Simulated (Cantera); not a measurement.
Charge: 1 mol Mg(OH)2, 2 mol CO2, held at 1175 °C and 1.30 bar.

These are equilibrium values from Cantera (NASA tables, ideal gas, pure condensed phases), not measurements of a reactor. Candidate condensed phases: C, C6H6, C7H8, C8H18, H2O, Mg, MgCO3, MgO, Mg(OH)2; 116 gas species. The numbers say what is thermodynamically allowed, not how fast it happens.

Base state: CO2 0.666, H2O 0.333, CO 0.000141, O2 8.22e-5, H2 2.97e-5, OH 1.18e-5 (mole fractions); condensed: MgO(s).

What changes in the equilibrium state with this change: pressure from 1.30 bar to 1.30 mbar?


```csv
species,before,after
CO2,0.666,0.665
H2O,0.333,0.333
CO,0.000141,0.00140
O2,8.22e-5,0.000821
H2,2.97e-5,0.000296
OH,1.18e-5,0.000118
"MgO(s), mol",1.00,1.00
```
